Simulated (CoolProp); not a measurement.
Vapour-liquid equilibrium of trans-2-butene (1) + ethanol (2) at 6.49 bar; x and y are mole fractions of (1).

Values from CoolProp's multi-fluid Helmholtz-energy mixture model, Lemmon 2005 and Schroeder 2014; pair parameters Bell 2016.

Give the bubble temperature and the first vapour's composition at x = 0.15, 0.75, 0.85. Is there an azeotrope?

x = 0.15: 90.0 °C, y = 0.768; x = 0.75: 66.1 °C, y = 0.923; x = 0.85: 64.6 °C, y = 0.940. No azeotrope shows between x = 0.05 and 0.95.

The pair parameters rest on a limited set of measurements; away from them the model extrapolates. With so large a gap from Raoult's law the liquid may split in two, which this calculation doesn't test in full.
